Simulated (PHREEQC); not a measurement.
Consider water at 25 °C with 1.1 mol NaCl and 0.07 mol NaHCO3 per kg of water. Closed to the air; pH follows from the charge balance.

Computed with PHREEQC (Pitzer model, pitzer.dat).

Precipitation was switched off in this run.

Problem. Estimate the pH, activity of water, osmotic coefficient.

Solution. pH 7.72; activity of water 0.961; osmotic coefficient 0.936.

Problem. In which forms is C present?

Solution. HCO3- 96 %, CO2 1.8 %, CO3-2 1.8 % of the C.

In brines, pH and single-ion activities rest on the MacInnes convention.
